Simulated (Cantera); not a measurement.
Cantera run:

```python
import numpy as np
import cantera as ct

gas_names = """
    Cr CrN H H2 N NH NH2 NH3 N2 N2H2 N2H4
""".split()
cond_names = """
    Cr(cr) Cr(L) CrN(s) Cr2N(s)
""".split()


def load(file, names, dense=False):
    # The tables refer to 1 bar. Condensed volumes are neglected.
    table = {s.name: s for s in ct.Species.list_from_file(file)}
    out = []
    for n in names:
        d = dict(table[n].input_data)
        d["thermo"] = dict(d["thermo"], **{"reference-pressure": 1e5})
        if dense:
            d["equation-of-state"] = {"model": "constant-volume", "density": "1e6 g/cm^3"}
        out.append(ct.Species.from_dict(d))
    return out


gas = ct.Solution(thermo="ideal-gas", species=load("nasa_gas.yaml", gas_names))
cond = {s.name: ct.Solution(thermo="fixed-stoichiometry", species=[s], name=s.name)
        for s in load("nasa_condensed.yaml", cond_names, dense=True)}
atoms = {
    'Cr': {'Cr': 1},
    'N2': {'N': 2},
    'H2': {'H': 2},
}
top_T = {'CrN(s)': 1900, 'Cr2N(s)': 1900}  # K; cautious upper limits of use, not melting points


def equilibrate(T, P, feed):
    n = {}
    for name, mol in feed.items():
        for a, k in atoms[name].items():
            n[a] = n.get(a, 0.0) + k * mol
    gas.TPX = T, P, n
    mass = sum(n.values()) * gas.mean_molecular_weight
    gas.equilibrate("TP")
    valid = [c for c in cond.values() if c.min_temp <= T <= top_T.get(c.name, c.max_temp)]
    mix = ct.Mixture([(gas, mass / gas.mean_molecular_weight)] + [(c, 0.0) for c in valid])
    mix.T, mix.P = T, P
    mix.equilibrate("TP", solver="vcs", rtol=1e-11, max_steps=5000)
    return mix


results = []
P = 2700  # Pa
for T in [1125, 1200, 1275, 1350, 1425, 1500, 1575, 1650, 1725, 1800, 1875]:
    for m in [0.66, 1.2, 2.2, 4.2, 7.7, 14, 26]:
        feed = {'Cr': 1, 'N2': m, 'H2': 4}  # mol
        mix = equilibrate(T, P, feed)
        results.append((T, P, feed, dict(zip(mix.species_names, mix.species_moles))))

for T, P, feed, n in results:
    print(f"{T:7g} {feed['N2']:10.4g}  " + (" + ".join(c for c in cond_names if n.get(c, 0) > 1e-12) or "gas only"))
```

It prints:

```
   1125       0.66  Cr2N(s)
   1125        1.2  Cr2N(s)
   1125        2.2  Cr2N(s)
   1125        4.2  Cr2N(s)
   1125        7.7  Cr2N(s)
   1125         14  CrN(s)
   1125         26  CrN(s)
   1200       0.66  Cr2N(s)
   1200        1.2  Cr2N(s)
   1200        2.2  Cr2N(s)
   1200        4.2  Cr2N(s)
   1200        7.7  Cr2N(s)
   1200         14  Cr2N(s)
   1200         26  Cr2N(s)
   1275       0.66  Cr2N(s)
   1275        1.2  Cr2N(s)
   1275        2.2  Cr2N(s)
   1275        4.2  Cr2N(s)
   1275        7.7  Cr2N(s)
   1275         14  Cr2N(s)
   1275         26  Cr2N(s)
   1350       0.66  Cr(cr)
   1350        1.2  Cr(cr)
   1350        2.2  Cr2N(s)
   1350        4.2  Cr2N(s)
   1350        7.7  Cr2N(s)
   1350         14  Cr2N(s)
   1350         26  Cr2N(s)
   1425       0.66  Cr(cr)
   1425        1.2  Cr(cr)
   1425        2.2  Cr(cr)
   1425        4.2  Cr(cr)
   1425        7.7  Cr(cr)
   1425         14  Cr2N(s)
   1425         26  Cr2N(s)
   1500       0.66  Cr(cr)
   1500        1.2  Cr(cr)
   1500        2.2  Cr(cr)
   1500        4.2  Cr(cr)
   1500        7.7  Cr(cr)
   1500         14  Cr(cr)
   1500         26  Cr(cr)
   1575       0.66  Cr(cr)
   1575        1.2  Cr(cr)
   1575        2.2  Cr(cr)
   1575        4.2  Cr(cr)
   1575        7.7  Cr(cr)
   1575         14  Cr(cr)
   1575         26  Cr(cr)
   1650       0.66  Cr(cr)
   1650        1.2  Cr(cr)
   1650        2.2  Cr(cr)
   1650        4.2  Cr(cr)
   1650        7.7  Cr(cr)
   1650         14  Cr(cr)
   1650         26  Cr(cr)
   1725       0.66  Cr(cr)
   1725        1.2  Cr(cr)
   1725        2.2  Cr(cr)
   1725        4.2  Cr(cr)
   1725        7.7  Cr(cr)
   1725         14  Cr(cr)
   1725         26  Cr(cr)
   1800       0.66  Cr(cr)
   1800        1.2  Cr(cr)
   1800        2.2  Cr(cr)
   1800        4.2  Cr(cr)
   1800        7.7  Cr(cr)
   1800         14  Cr(cr)
   1800         26  Cr(cr)
   1875       0.66  Cr(cr)
   1875        1.2  Cr(cr)
   1875        2.2  Cr(cr)
   1875        4.2  Cr(cr)
   1875        7.7  Cr(cr)
   1875         14  Cr(cr)
   1875         26  Cr(cr)
```

These are equilibrium values from Cantera (NASA tables, ideal gas, pure condensed phases), not measurements of a reactor.
